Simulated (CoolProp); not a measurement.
Acetone along the isotherm 276.85 °C: fugacity coefficient from the reference equation and from simpler models built on Tc = 235.0 °C, pc = 46.92 bar, ω = 0.307; each cubic takes its own stable root.

The numbers come from the reference Helmholtz-energy equation of state, Lemmon 2006 in CoolProp. It is a short technical equation, of lower accuracy than the large ones.

| p (bar) | phase | reference |
|---|---|---|
| 0.742 | gas | 0.9953 |
| 1.52 | gas | 0.9903 |
| 3.13 | gas | 0.9802 |
| 6.42 | gas | 0.9596 |
| 13.2 | gas | 0.9182 |
| 27.1 | gas | 0.8368 |
| 55.6 | supercritical | 0.6824 |
| 114 | supercritical | 0.4425 |
| 235 | supercritical | 0.2959 |

### Question
How far does each simpler model (Redlich-Kwong, Soave-Redlich-Kwong, Peng-Robinson) lie from the reference over these 9 states: mean and median of the absolute difference, and the worst?

### Answer
- Redlich-Kwong: mean 2.9 %, median 0.8 %, worst +15.1 % at 276.85 °C and 235 bar
- Soave-Redlich-Kwong: mean 5.0 %, median 1.2 %, worst +23.8 % at 276.85 °C and 235 bar
- Peng-Robinson: mean 2.1 %, median 0.2 %, worst +12.2 % at 276.85 °C and 235 bar
